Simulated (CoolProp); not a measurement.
The fluid at 293.15 K and 0.867 MPa flows at 0.21 m/s in a round tube of 10 mm bore and 0.25 µm roughness, fully developed (64/Re and Nu = 3.66 if laminar; Colebrook and Gnielinski if turbulent). The same conditions are run with several fluids, on thermodynamics alone (safety and materials aside).

Model: reference Helmholtz-energy equation of state of each fluid (c-C4F8 (RC318): Platzer 1990; R141b: Lemmon 2006; R236FA: Pan 2012; R142b: Lemmon 2006), in CoolProp. The equations of Platzer and Polt are older, rougher fits.

| fluid | Reynolds number | Darcy friction factor | pressure drop (Pa/m) | heat-transfer coefficient (W/(m² K)) | mass flow (kg/h) |
|---|---|---|---|---|---|
| c-C4F8 (RC318) | ? | ? | ? | 417 | ? |
| R141b | 6000 | 0.0355 | ? | ? | 73.9 |
| R236FA | 9400 | 0.0314 | ? | 490 | 81.9 |
| R142b | 9650 | 0.0312 | 77.5 | 502 | ? |

Fill in the missing entries.


- c-C4F8 (RC318), Reynolds number: 8070
- c-C4F8 (RC318), Darcy friction factor: 0.0327
- c-C4F8 (RC318), pressure drop (Pa/m): 110
- c-C4F8 (RC318), mass flow (kg/h): 90.4
- R141b, pressure drop (Pa/m): 97.5
- R141b, heat-transfer coefficient (W/(m² K)): 403
- R236FA, pressure drop (Pa/m): 95.6
- R142b, mass flow (kg/h): 66.8

Transport values come from each fluid's own correlations; those of c-C4F8 (RC318), R141b, R236FA, R142b are estimates that may be off by 10 % or more.
